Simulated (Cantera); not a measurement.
Input (Python, Cantera) and output of one run.

```python
import numpy as np
import cantera as ct

gas_names = """
    CL CLO CL2 H HCL HNO HNO2 HNO3 HOCL HO2 H2 H2O H2O2 Mg MgCL MgCL2 MgH MgN MgO MgOH MgO2H2 Mg2 N NH
    NH2 NH3 NH2OH NO NO2 NO3 N2 N2H2 N2H4 N2O O OH O2 O3
""".split()
cond_names = """
    H2O(s) H2O(L) Mg(cr) Mg(L) MgCL2(s) MgCL2(L) MgO(s) MgO(L) MgO2H2(s) NH4CL(a) NH4CL(b)
""".split()


# ... load() reads the species with a 1 bar reference pressure and builds the phases ...
atoms = {
    'MgO': {'Mg': 1, 'O': 1},
    'N2': {'N': 2},
    'HCl': {'H': 1, 'CL': 1},
}
top_T = {}  # K; cautious upper limits of use, not melting points


# ... equilibrate(T, P, feed) seeds the gas with the atoms and calls Mixture.equilibrate('TP', solver="vcs", rtol=1e-11, max_steps=5000) ...
results = []
feed = {'MgO': 1, 'N2': 5.8, 'HCl': 0.1}  # mol
P = 133.322  # Pa
for T in [2173, 2248, 2323, 2398, 2473, 2548, 2623, 2698, 2773, 2848, 2923, 2998]:
    mix = equilibrate(T, P, feed)
    results.append((T, P, feed, dict(zip(mix.species_names, mix.species_moles))))

top = {s: max(r[3][s] / sum(r[3][g] for g in gas_names) for r in results) for s in gas_names}
cols = sorted((s for s in top if top[s] > 1e-05), key=lambda s: -top[s])[:7]
seen = [c for c in cond_names if any(r[3].get(c, 0) > 1e-12 for r in results)]
print("log10 of partial pressures in bar; condensed amounts in mol")
print(f"{'T/K':>10s}" + "".join(f"{s[:9]:>10s}" for s in cols + seen))
for T, P, feed, n in results:
    ng = sum(n[g] for g in gas_names)
    print(f"{T:10.4g}" + "".join(f"{np.log10(max(n[s] / ng * P / 1e5, 1e-99)):10.3f}" for s in cols)
          + "".join(f"{n.get(c, 0):10.4g}" for c in seen))
```

It prints:

```
log10 of partial pressures in bar; condensed amounts in mol
       T/K        N2        Mg         O        O2        CL         H        NO    MgO(s)
      2173    -2.908    -4.391    -5.101    -4.916    -4.827    -5.308    -5.447    0.8011
      2248    -2.941    -4.020    -4.688    -4.500    -4.807    -5.193    -5.182    0.5026
      2323    -2.993    -3.765    -4.368    -4.243    -4.820    -5.112    -5.011         0
      2398    -2.997    -3.766    -4.223    -4.314    -4.796    -4.989    -4.984         0
      2473    -3.001    -3.768    -4.102    -4.410    -4.785    -4.908    -4.974         0
      2548    -3.004    -3.770    -4.006    -4.535    -4.779    -4.857    -4.982         0
      2623    -3.008    -3.773    -3.933    -4.690    -4.777    -4.826    -5.007         0
      2698    -3.010    -3.774    -3.882    -4.871    -4.777    -4.807    -5.049         0
      2773    -3.012    -3.776    -3.847    -5.071    -4.777    -4.796    -5.102         0
      2848    -3.013    -3.776    -3.825    -5.281    -4.777    -4.789    -5.162         0
      2923    -3.014    -3.777    -3.811    -5.494    -4.777    -4.785    -5.226         0
      2998    -3.014    -3.777    -3.802    -5.706    -4.778    -4.782    -5.292         0
```

These are equilibrium values from Cantera (NASA tables, ideal gas, pure condensed phases), not measurements of a reactor.
